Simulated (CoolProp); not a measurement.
A Linde-Hampson liquefier for oxygen: isothermal reversible compression at 290 K from 1 atm to 10 MPa, throttling to 1 atm, return gas leaving the recuperator 0 K below the feed. Each further row changes one setting.

Values from CoolProp's reference Helmholtz-energy equation of state, Schmidt 1985.

```
case                        liquid yield per pass  compression work (kJ/kg of gas)
--------------------------  ---------------------  -------------------------------
as stated                                     [?]                              341
high pressure 20 MPa                        0.116                              [?]
warm-end temperature 320 K                    [?]                              379
warm-end gap 5 K                            0.052                              341
```

### Question
Some entries are withheld; supply them.

### Answer

- as stated, liquid yield per pass: 0.063
- high pressure 20 MPa, compression work (kJ/kg of gas): 390
- warm-end temperature 320 K, liquid yield per pass: 0.048

Above 300 K oxygen's equation is extrapolated.
